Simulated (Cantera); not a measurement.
Tantalum, niobium, vanadium and zirconium in process gases: V + N2 + H2

Charge: 1 mol V, 7.7 mol N2, 36 mol H2, equilibrated at 1.33 mbar.

Method: chemical equilibrium by Gibbs-energy minimisation in Cantera with the NASA 1993 tables (ideal gas, pure condensed phases). Candidate condensed phases: V, VN; 11 gas species. Condensed phases not in the tables: V2N, N, O or C dissolved in the metal. Equilibrium is a limit: real reactors are often held back by kinetics, nucleation or transport.

From 1650 °C to 1900 °C the condensed part is V(s). From 1950 °C to 2000 °C nothing is condensed. The main V-bearing gas is V throughout.

```tsv
T (°C)	x H2	x H	x N2	x V	x VN	x N	n V(s)
1650	0.802	0.0231	0.174	0.000514	1.24e-8	3.25e-9	0.977
1700	0.793	0.0329	0.173	0.00114	2.75e-8	6.93e-9	0.949
1750	0.780	0.0459	0.172	0.00244	5.85e-8	1.42e-8	0.891
1800	0.762	0.0629	0.170	0.00501	1.20e-7	2.81e-8	0.773
1850	0.739	0.0844	0.167	0.00994	2.35e-7	5.38e-8	0.542
1900	0.707	0.111	0.163	0.0191	4.47e-7	9.94e-8	0.0983
1950	0.675	0.144	0.160	0.0208	4.81e-7	1.79e-7	0
2000	0.639	0.184	0.156	0.0203	4.65e-7	3.14e-7	0
```
x: gas mole fraction; n: condensed amount in mol.
